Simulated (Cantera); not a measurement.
Input (Python, Cantera) and output of one run.

```python
import numpy as np
import cantera as ct

gas_names = [...]  # 92 gases of nasa_gas.yaml made of C, H, N
cond_names = """
    C(gr) C6H6(L) C7H8(L) C8H18(L),n-octa
""".split()


# ... load() reads the species with a 1 bar reference pressure and builds the phases ...
atoms = {
    'C2H6': {'C': 2, 'H': 6},
    'NH3': {'N': 1, 'H': 3},
}
top_T = {'C(gr)': 4500}  # K; cautious upper limits of use, not melting points


# ... equilibrate(T, P, feed) seeds the gas with the atoms and calls Mixture.equilibrate('TP', solver="vcs", rtol=1e-11, max_steps=5000) ...
results = []
feed = {'C2H6': 1, 'NH3': 0.17}  # mol
T = 2823  # K
P = 70000  # Pa
mix = equilibrate(T, P, feed)
results.append((T, P, feed, dict(zip(mix.species_names, mix.species_moles))))
x = sorted(zip(gas.X, gas.species_names), reverse=True)
print(f"T = {T:g} K  P = {P:g} Pa  gas = {mix.phase_moles(0):.4g} mol")
print("   x: " + "  ".join(f"{s} {v:.3e}" for v, s in x if v > 1e-06))
print("   condensed (mol): " + ("  ".join(f"{mix.phase(i).name} {mix.phase_moles(i):.4g}"
      for i in range(1, mix.n_phases) if mix.phase_moles(i) > 1e-12) or "none"))
```

Output:

```
T = 2823 K  P = 70000 Pa  gas = 3.511 mol
   x: H2 8.379e-01  H 9.700e-02  C2H2,acetylene 3.017e-02  HCN 1.608e-02  N2 1.477e-02  HNC 2.614e-03  C2H 4.578e-04  C4H2 4.523e-04  CN 1.606e-04  CH3 9.004e-05  C2H2,vinylidene 6.156e-05  C3 5.972e-05  CH4 4.684e-05  CH2 2.343e-05  C 1.208e-05  C3H3,propargyl 8.060e-06  C6H2 7.168e-06  C2N2 6.372e-06  C2H3,vinyl 5.990e-06  C2 5.858e-06  CH 5.666e-06  C2H4 4.682e-06
   condensed (mol): C(gr) 1.71
```

Cantera equilibrium calculation (NASA polynomials, part measured and part estimated; ideal gas, pure solids and liquids).
